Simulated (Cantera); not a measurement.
A closed system holds: 1 mol MgCO3, 0.14 mol SO2, 3.8 mol O2, equilibrated at 1275 K and 10.0 mbar.

These are equilibrium values from Cantera (NASA tables, ideal gas, pure condensed phases), not measurements of a reactor. Candidate condensed phases: C, Mg, MgCO3, MgO, MgS, MgSO4, S; 26 gas species. The numbers say what is thermodynamically allowed, not how fast it happens.

Base state: O2 0.769, CO2 0.202, SO2 0.0280, SO3 0.000357 (mole fractions); condensed: MgO(s).

What changes in the equilibrium state with this change: temperature from 1275 K to 850 K?


```tsv
species	before	after
O2	0.769	0.789
CO2	0.202	0.211
SO3	0.000357	1.36e-6
SO2	0.0280	1.06e-6
MgO(s), mol	1.00	0.860
MgSO4(s), mol	0	0.140
```
